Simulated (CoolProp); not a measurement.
Water at 362.71 K and 1.99 MPa flows at 0.49 m/s in a round tube of 4.6 mm bore and 15 µm roughness, fully developed (64/Re and Nu = 3.66 if laminar; Colebrook and Gnielinski if turbulent). Each further row changes one setting.

Values from CoolProp's reference Helmholtz-energy equation of state, Wagner 2002.

```tsv
case	Reynolds number	Darcy friction factor	pressure drop (Pa/m)	heat-transfer coefficient (W/(m² K))	mass flow (kg/h)
as stated	6890	0.0381	961	5390	28.3
velocity 0.98 m/s	13800	0.0336	3390	10500	56.7
diameter 9.2 mm	13800	0.0312	393	4940	113
```

Viscosity comes from a separate model (Huber 2009). Thermal conductivity comes from a separate model (Huber 2012).
